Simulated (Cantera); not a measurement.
A closed system holds: 1 mol TiO2, 1300 mol H2, held at 0.100 bar.

Equilibrium computed with Cantera from the NASA thermochemical tables; the gas is ideal and each condensed phase is pure. Candidate condensed phases: H2O, Ti, TiO, TiO2, Ti2O3, Ti3O5, Ti4O7; 12 gas species. The numbers say what is thermodynamically allowed, not how fast it happens.

### Question
At 1425 °C, list the 3 most abundant gas species with their mole fractions, and the condensed phases.

### Answer
H2 0.999, H 0.000457, H2O 0.000385. Condensed: Ti2O3(s).
